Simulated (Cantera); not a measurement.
## Iron carbonyl, mercury and lead vapours: Pb + O₂ + N₂

Feed: 1 mol Pb, 1.6 mol O₂, 2.5 mol N₂, at 0.0510 bar.

Method: chemical equilibrium by Gibbs-energy minimisation in Cantera with the NASA 1993 tables (ideal gas, pure condensed phases). Candidate condensed phases: Pb, PbO, PbO₂, Pb₃O₄; 12 gas species. Gases not in the tables: (PbO)n polymers. Rates play no part.

```tsv
T (K)	x N₂	x O₂	x PbO	x NO	x Pb	x NO₂	n PbO(yellow)	n PbO(l)
1000	0.694	0.306	5.97e-6	3.54e-5	1.51e-9	5.21e-7	1.000	0
1025	0.694	0.306	1.34e-5	4.63e-5	4.91e-9	5.75e-7	1.000	0
1050	0.694	0.306	2.90e-5	5.98e-5	1.51e-8	6.31e-7	1.000	0
1075	0.694	0.305	6.04e-5	7.63e-5	4.39e-8	6.90e-7	1.000	0
1100	0.694	0.305	0.000121	9.62e-5	1.22e-7	7.52e-7	1.000	0
1125	0.694	0.305	0.000236	0.000120	3.21e-7	8.16e-7	0.999	0
1150	0.694	0.305	0.000446	0.000149	8.13e-7	8.82e-7	0.998	0
1175	0.694	0.305	0.000790	0.000182	1.91e-6	9.50e-7	0	0.997
1200	0.693	0.305	0.00134	0.000221	4.22e-6	1.02e-6	0	0.995
1225	0.693	0.305	0.00221	0.000266	9.04e-6	1.09e-6	0	0.992
1250	0.692	0.304	0.00358	0.000318	1.88e-5	1.16e-6	0	0.987
1275	0.690	0.304	0.00568	0.000377	3.78e-5	1.24e-6	0	0.979
```
x: gas mole fraction; n: condensed amount in mol.

From 1000 K to 1150 K the condensed part is PbO(yellow). From 1175 K to 1275 K the condensed part is PbO(l).
